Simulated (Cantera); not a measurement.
**Hydrocarbon pyrolysis for carbon deposition**

A perfectly stirred reactor is fed with CH₄ : H₂ = 1 : 7.5 (molar parts), at 760 Torr; it is held at 1550 K, and followed from long to short residence time.

Cantera simulation using GRI-Mech 3.0 (53 species, 325 reactions); the numbers are that mechanism's predictions, not measurements. GRI-Mech 3.0 stops at C3 and has no aromatics, soot or wall deposition, so with more carbon than oxygen in the feed, carbon stays in small species such as C2H2 where larger ones or solid carbon would form.

```
τ (s)     x CH₄   x H₂     x C₂H    x C₂H₄   x C₂H₆    x C₂H₂
-------  ------  -----  --------  --------  -------  --------
2.7      0.0715  0.908   1.46e-9   0.00289  1.89e-5    0.0179
0.97     0.0808  0.903   1.13e-9   0.00235  1.98e-5    0.0142
0.35     0.0939  0.895  6.96e-10   0.00159  2.16e-5   0.00908
0.12      0.106  0.889  3.20e-10  0.000886  2.37e-5   0.00428
0.044     0.113  0.885  1.24e-10  0.000498  2.49e-5   0.00169
0.016     0.116  0.883  3.90e-11  0.000291  2.49e-5  0.000536
0.0056    0.117  0.883  8.64e-12  0.000156  2.35e-5  0.000122
0.0020    0.117  0.882  1.25e-12   6.41e-5  1.98e-5   1.86e-5
0.00071   0.118  0.882    <1e-12   1.62e-5  1.26e-5   1.54e-6
0.00025   0.118  0.882    <1e-12   1.92e-6  4.19e-6   4.95e-8
```
x: mole fraction; the columns are a selection and need not sum to one.
